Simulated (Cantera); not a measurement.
Feed: 1 mol SiH4, 0.13 mol HCl, 37 mol N2, equilibrated at 1452 °C.

These are equilibrium values from Cantera (NASA tables, ideal gas, pure condensed phases), not measurements of a reactor. Candidate condensed phases: NH4Cl, Si, Si3N4; 28 gas species. The tables' values for SiCl are old estimates; treat these amounts as uncertain. Kinetics and transport are ignored.

Q: At 3.50 mbar, list the 7 most abundant gas species with their mole fractions, and the condensed phases.

A: N2 0.944, H2 0.0520, HCl 0.00259, H 0.000716, SiCl2 0.000366, Si 0.000238, Cl 2.77e-5. Condensed: Si3N4(s).
